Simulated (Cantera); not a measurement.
Cu₂O + H₂ + N₂ (hydrogen reduction and annealing atmospheres)

Feed: 1 mol Cu₂O, 2.4 mol H₂, 8 mol N₂, held at 13300 Pa.

Method: chemical equilibrium by Gibbs-energy minimisation in Cantera with the NASA 1993 tables (ideal gas, pure condensed phases). Candidate condensed phases: Cu, CuO, Cu(OH)₂, Cu₂O, H₂O; 27 gas species. Equilibrium is a limit: real reactors are often held back by kinetics, nucleation or transport.

From 1477 °C to 1827 °C the condensed part is Cu(l). The main Cu-bearing gas is Cu throughout. The share of Cu in condensed phases is highest at 1477 °C (98.8 %) and lowest at 1827 °C (55.3 %).

| T (°C) | log p N₂ | log p H₂ | log p H₂O | log p Cu | n Cu(l) |
|---|---|---|---|---|---|
| 1477 | -0.99 | -1.75 | -1.89 | -3.52 | 1.98 |
| 1527 | -0.99 | -1.75 | -1.89 | -3.27 | 1.96 |
| 1577 | -0.99 | -1.75 | -1.90 | -3.02 | 1.93 |
| 1627 | -0.99 | -1.75 | -1.90 | -2.79 | 1.87 |
| 1677 | -1.00 | -1.76 | -1.90 | -2.57 | 1.79 |
| 1727 | -1.00 | -1.76 | -1.91 | -2.37 | 1.65 |
| 1777 | -1.01 | -1.77 | -1.92 | -2.17 | 1.44 |
| 1827 | -1.03 | -1.79 | -1.93 | -1.98 | 1.11 |
log p: log10 of the partial pressure in bar; n: condensed amount in mol.
